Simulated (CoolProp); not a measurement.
Vapour pressure (kPa) of chlorine: the reference equation beside estimates from Tc = 143.7 °C, pc = 7642 kPa, ω = 0.070. Clausius-Clapeyron is anchored at 35.05 °C with a constant enthalpy of vaporisation of 17.00 kJ/mol.

Computed with CoolProp (reference Helmholtz-energy equation of state, Thol 2021).

```csv
T (°C),reference,Lee-Kesler,Clausius-Clapeyron,van der Waals,Redlich-Kwong,Soave-Redlich-Kwong,Peng-Robinson
-52.25,41.96,43.85,73.34,311.6,37.29,43.53,46.03
-37.75,85.46,87.99,129.7,463.5,80.35,87.56,91.04
-23.15,159.4,162.4,215.4,662.1,155.7,161.7,165.9
-8.65,274.4,277.4,337.3,910.0,275.0,276.6,280.8
5.95,445.4,447.5,505.3,1216,453.7,446.7,449.9
20.45,684.3,683.8,725.6,1581,703.6,683.9,684.7
35.05,1009,1004,1009,2013,1043,1006,1003
49.55,1431,1417,1360,2512,1480,1425,1417
64.15,1970,1945,1789,3087,2036,1963,1947
78.65,2634,2596,2297,3734,2716,2627,2604
93.25,3448,3398,2895,4465,3541,3444,3415
107.75,4415,4359,3580,5273,4513,4418,4386
```

Absolute difference from the reference over all 12 rows, mean and median: Lee-Kesler 1.5 and 1.3 %, Clausius-Clapeyron 22.2 and 14.7 %, van der Waals 188.2 and 115.3 %, Redlich-Kwong 3.5 and 3.0 %, Soave-Redlich-Kwong 0.9 and 0.3 %, Peng-Robinson 2.4 and 1.1 %.
